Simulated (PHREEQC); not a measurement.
Solution (25 °C): 0.025 mol LiOH per kg of water. Closed to the air; pH follows from the charge balance.

All values are PHREEQC results (ion-association model, phreeqc.dat), not measurements.

| Property | Value |
|---|---|
| pH | 12.32 |
| ionic strength | 0.0250 mol/kgw |
| specific conductance | 5330 µS/cm |
| total alkalinity | 25.0 meq/kg |

```
species  molality  activity   log γ
-------  --------  --------  ------
OH-        0.0250    0.0214  -0.068
Li+        0.0250    0.0217  -0.061
```

No solid was allowed to form.
